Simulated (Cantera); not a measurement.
Input: 1 mol Si, 1.9 mol HCl, 35 mol N2, equilibrated at 525 K and 1.60 mbar.

Equilibrium computed with Cantera from the NASA thermochemical tables; the gas is ideal and each condensed phase is pure. Candidate condensed phases: NH4Cl, Si, Si3N4; 28 gas species. N2 is the only nitrogen source here; it is nearly inert below about 1500 K, so the nitride shown seldom forms there in practice. Equilibrium is a limit: real reactors are often held back by kinetics, nucleation or transport.

Problem. What is the equilibrium state?

Solution. 
```
Item                                 Result
--------------------------------  ---------
x(N2)                                 0.954
x(HCl)                               0.0268
x(H2)                                0.0129
x(SiCl4)                            0.00645
n(Si3N4(s))                       0.256 mol
gas amount                        36.16 mol
log10 activity of Si(s) (absent)     -17.10
```
